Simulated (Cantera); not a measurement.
A perfectly stirred reactor is fed with N₂O : N₂ = 1 : 5.1 (molar parts), at 100.0 Torr; it is held at 1175 K, and followed from long to short residence time.

Model: GRI-Mech 3.0 (53 species, 325 reactions), integrated in Cantera. GRI-Mech 3.0 was tuned for natural gas; its chemistry of N2O as a main component is partial and can be far from experiment. The mechanism lacks the step 2 NO + O2 → 2 NO2, which can matter for NO2 below about 1400 K. The temperature is held fixed by assumption; the heat of reaction is taken as removed at once.

| quantity | before | after |
|---|---|---|
| x(N₂O) at τ = 7.20 s | 0.118 | 0.00628 |
| x(NO₂) at τ = 7.20 s | 6.09e-6 | 2.36e-5 |
| x(O) at τ = 7.20 s | 1.19e-6 | 2.55e-5 |
| x(O₂) at τ = 7.20 s | 0.0191 | 0.0609 |
| x(NO) at τ = 7.20 s | 0.00395 | 0.0239 |
| x(N₂O) at τ = 38.0 ms | 0.164 | 0.141 |
| x(NO₂) at τ = 38.0 ms | 9.88e-9 | 4.01e-6 |
| x(O) at τ = 38.0 ms | 1.21e-6 | 4.30e-5 |
| x(O₂) at τ = 38.0 ms | 0.000140 | 0.00839 |
| x(NO) at τ = 38.0 ms | 2.95e-5 | 0.00478 |

What was changed between the two runs?
A. temperature 1175 to 1223 K
B. N2O 1 to 0.75 parts
C. N2 5.1 to 2.4 parts
D. temperature 1175 to 1450 K

D, temperature 1175 to 1450 K
